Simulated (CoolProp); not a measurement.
Model: reference Helmholtz-energy equation of state, Gao 2016, in CoolProp.

Problem. Give the vapour pressure (bar), enthalpy of vaporisation (kJ/kg), liquid cp (kJ/(kg K)), vapour Z of saturated sulfur dioxide at 249.6, 290.2, 317.3 K.

Solution. 
| T (K) | p (bar) | enthalpy of vaporisation (kJ/kg) | liquid cp (kJ/(kg K)) | vapour Z |
|---|---|---|---|---|
| 249.6 | 0.532 | 401 | 1.36 | 0.982 |
| 290.2 | 2.98 | 364 | 1.38 | 0.942 |
| 317.3 | 7.12 | 336 | 1.43 | 0.897 |
